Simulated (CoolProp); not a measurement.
Vapour pressure (kPa) of normal hydrogen: the reference equation beside estimates from Tc = 33.1 K, pc = 1296 kPa, ω = -0.219. Clausius-Clapeyron is anchored at 27.7 K with a constant enthalpy of vaporisation of 0.7325 kJ/mol.

Computed with CoolProp (reference Helmholtz-energy equation of state, Leachman 2009).

```json
[
 {"T (K)": "25.8", "reference": "378.5", "Clausius-Clapeyron": "430.1", "van der Waals": "437.4", "Redlich-Kwong": "261.6", "Soave-Redlich-Kwong": "385.3", "Peng-Robinson": "391.8"},
 {"T (K)": "26.7", "reference": "451.5", "Clausius-Clapeyron": "482.5", "van der Waals": "513.1", "Redlich-Kwong": "334.9", "Soave-Redlich-Kwong": "461.0", "Peng-Robinson": "466.9"},
 {"T (K)": "27.7", "reference": "543.6", "Clausius-Clapeyron": "543.6", "van der Waals": "606.4", "Redlich-Kwong": "431.6", "Soave-Redlich-Kwong": "555.9", "Peng-Robinson": "560.9"},
 {"T (K)": "28.6", "reference": "637.1", "Clausius-Clapeyron": "600.8", "van der Waals": "698.9", "Redlich-Kwong": "533.5", "Soave-Redlich-Kwong": "651.6", "Peng-Robinson": "655.6"},
 {"T (K)": "29.5", "reference": "741.4", "Clausius-Clapeyron": "660.0", "van der Waals": "799.7", "Redlich-Kwong": "650.5", "Soave-Redlich-Kwong": "757.3", "Peng-Robinson": "760.4"},
 {"T (K)": "30.4", "reference": "857.4", "Clausius-Clapeyron": "721.0", "van der Waals": "908.9", "Redlich-Kwong": "783.4", "Soave-Redlich-Kwong": "873.5", "Peng-Robinson": "875.6"},
 {"T (K)": "31.3", "reference": "986.0", "Clausius-Clapeyron": "783.7", "van der Waals": "1027", "Redlich-Kwong": "933.2", "Soave-Redlich-Kwong": "1001", "Peng-Robinson": "1002"},
 {"T (K)": "32.3", "reference": "1145", "Clausius-Clapeyron": "855.0", "van der Waals": "1168", "Redlich-Kwong": "1120", "Soave-Redlich-Kwong": "1155", "Peng-Robinson": "1155"}
]
```

Absolute difference from the reference over all 8 rows, mean and median: Clausius-Clapeyron 12.4 and 12.3 %, van der Waals 8.8 and 8.8 %, Redlich-Kwong 15.3 and 14.3 %, Soave-Redlich-Kwong 1.9 and 2.0 %, Peng-Robinson 2.5 and 2.7 %.
